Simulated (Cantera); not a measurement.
What does this Cantera script print?

```python
import numpy as np
import cantera as ct

gas_names = """
    C CN CO CO2 C2 CCN CNC C2N2 C2O C3 C3O2 C4 C4N2 C5 Fe FeC5O5 FeO N NCO NO NO2 NO3 N2 N2O O O2 O3
""".split()
cond_names = """
    C(gr) Fe(a) Fe(c) Fe(d) Fe(L) FeC5O5(L) FeO(s) FeO(L) Fe2O3(s) Fe3O4(s)
""".split()


# ... load() reads the species with a 1 bar reference pressure and builds the phases ...
atoms = {
    'Fe(CO)5': {'Fe': 1, 'C': 5, 'O': 5},
    'N2': {'N': 2},
}
top_T = {'C(gr)': 4500, 'Fe2O3(s)': 1830, 'Fe3O4(s)': 1870}  # K; cautious upper limits of use, not melting points


# ... equilibrate(T, P, feed) seeds the gas with the atoms and calls Mixture.equilibrate('TP', solver="vcs", rtol=1e-11, max_steps=5000) ...
results = []
T = 1000  # K
P = 1333.22  # Pa
for m in [1.2, 2.2, 3.9, 7.1, 13, 23, 41, 74]:
    feed = {'Fe(CO)5': 1, 'N2': m}  # mol
    mix = equilibrate(T, P, feed)
    results.append((T, P, feed, dict(zip(mix.species_names, mix.species_moles))))

top = {s: max(r[3][s] / sum(r[3][g] for g in gas_names) for r in results) for s in gas_names}
cols = sorted((s for s in top if top[s] > 1e-06), key=lambda s: -top[s])[:6]
seen = [c for c in cond_names if any(r[3].get(c, 0) > 1e-12 for r in results)]
print("log10 of partial pressures in bar; condensed amounts in mol")
print(f"{'n(N2)':>10s}" + "".join(f"{s[:9]:>10s}" for s in cols + seen))
for T, P, feed, n in results:
    ng = sum(n[g] for g in gas_names)
    print(f"{feed['N2']:10.4g}" + "".join(f"{np.log10(max(n[s] / ng * P / 1e5, 1e-99)):10.3f}" for s in cols)
          + "".join(f"{n.get(c, 0):10.4g}" for c in seen))
```

It prints:

```
log10 of partial pressures in bar; condensed amounts in mol
     n(N2)        N2        CO       CO2     C(gr)     Fe(a)
       1.2    -2.586    -1.972    -4.189   0.02992         1
       2.2    -2.388    -2.036    -4.319   0.02581         1
       3.9    -2.232    -2.128    -4.502   0.02094         1
       7.1    -2.106    -2.261    -4.768   0.01545         1
        13    -2.016    -2.433    -5.112   0.01042         1
        23    -1.960    -2.624    -5.495  0.006718         1
        41    -1.925    -2.840    -5.925  0.004097         1
        74    -1.903    -3.074    -6.395  0.002389         1
```

Method: chemical equilibrium by Gibbs-energy minimisation in Cantera with the NASA 1993 tables (ideal gas, pure condensed phases). Condensed phases not in the tables: cementite and carbon dissolved in iron.
